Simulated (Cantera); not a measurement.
Input: 1 mol SiO2, 3.7 mol HCl, 0.17 mol H2, equilibrated at 0.0133 bar.

Cantera equilibrium calculation (NASA polynomials, part measured and part estimated; ideal gas, pure solids and liquids). Candidate condensed phases: H2O, Si, SiO2; 30 gas species. The tables hold silica as quartz up to 1696 K and as liquid above; real silica turns to tridymite and cristobalite and melts near 1996 K. The numbers say what is thermodynamically allowed, not how fast it happens.

Task: Which condensed phases are stable at each of these points (T (K)): 823, 848, 873, 898, 923, 948, 973, 998, 1023, 1048, 1073, 1098, 1123, 1148?

Result: 
| T (K) | condensed phases | Si condensed (%) |
|---|---|---|
| 823 | SiO2(α-quartz) | 100.0 |
| 848 | SiO2(β-quartz) | 100.0 |
| 873 | SiO2(β-quartz) | 100.0 |
| 898 | SiO2(β-quartz) | 100.0 |
| 923 | SiO2(β-quartz) | 100.0 |
| 948 | SiO2(β-quartz) | 100.0 |
| 973 | SiO2(β-quartz) | 100.0 |
| 998 | SiO2(β-quartz) | 100.0 |
| 1023 | SiO2(β-quartz) | 100.0 |
| 1048 | SiO2(β-quartz) | 100.0 |
| 1073 | SiO2(β-quartz) | 100.0 |
| 1098 | SiO2(β-quartz) | 100.0 |
| 1123 | SiO2(β-quartz) | 100.0 |
| 1148 | SiO2(β-quartz) | 100.0 |

At 823 K the condensed part is SiO2(α-quartz). From 848 K to 1148 K the condensed part is SiO2(β-quartz).
